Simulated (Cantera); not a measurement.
Charge: 1 mol SiH4, 0.12 mol O3, 5.4 mol CO2, at 0.133 bar.

These are equilibrium values from Cantera (NASA tables, ideal gas, pure condensed phases), not measurements of a reactor. Candidate condensed phases: C, C6H6, C7H8, C8H18, H2O, Si, SiC, SiO2; 123 gas species. Equilibrium is a limit: real reactors are often held back by kinetics, nucleation or transport.

### Question
Which condensed phases are stable at each of these points (T (K)): 748, 773, 798, 823, 848, 873, 898, 923, 948, 973, 998, 1023?

### Answer
```csv
T (K),condensed phases,Si condensed (%)
748,C(graphite) + SiO2(α-quartz),100.0
773,C(graphite) + SiO2(α-quartz),100.0
798,C(graphite) + SiO2(α-quartz),100.0
823,C(graphite) + SiO2(α-quartz),100.0
848,SiO2(β-quartz),100.0
873,SiO2(β-quartz),100.0
898,SiO2(β-quartz),100.0
923,SiO2(β-quartz),100.0
948,SiO2(β-quartz),100.0
973,SiO2(β-quartz),100.0
998,SiO2(β-quartz),100.0
1023,SiO2(β-quartz),100.0
```

From 748 K to 823 K the condensed part is C(graphite) + SiO2(α-quartz). From 848 K to 1023 K the condensed part is SiO2(β-quartz).
